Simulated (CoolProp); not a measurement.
Properties of carbon dioxide along the isobar 33800 kPa.

Values from CoolProp's reference Helmholtz-energy equation of state, Span 1996.

```tsv
T (K)	phase	density (kg/m³)	Joule-Thomson coefficient (K/MPa)	isothermal compressibility (1/MPa)	conductivity (mW/(m K))
265.4	liquid	1090	-0.1178	(withheld)	151
284.3	liquid	1029	-0.04420	0.003116	134
303.2	liquid	964.5	0.05501	0.004298	119
322.2	supercritical	896.3	0.1871	0.006012	105
341.1	supercritical	825.6	0.3548	(withheld)	93.5
360	supercritical	753.4	(withheld)	0.01156	83.4
378.9	supercritical	682.6	0.7695	0.01515	75.2
397.9	supercritical	616.6	0.9618	0.01858	68.7
416.8	supercritical	558.7	1.112	0.02138	63.8
435.7	supercritical	509.3	1.209	0.02340	60.0
454.7	supercritical	467.5	1.255	0.02472	56.9
473.6	supercritical	432.7	1.260	0.02553	55.1
492.5	supercritical	403.3	1.238	0.02603	54.1
511.5	supercritical	378.2	1.197	0.02633	53.7
530.4	supercritical	356.8	1.146	0.02652	53.5
549.3	supercritical	338.0	1.088	(withheld)	53.6
```

Problem. Some entries are withheld; supply them.

Solution. 
- 265.4, isothermal compressibility (1/MPa): 0.002298
- 341.1, isothermal compressibility (1/MPa): 0.008411
- 360, Joule-Thomson coefficient (K/MPa): 0.5565
- 549.3, isothermal compressibility (1/MPa): 0.02663

Thermal conductivity comes from a separate model (Huber 2016).
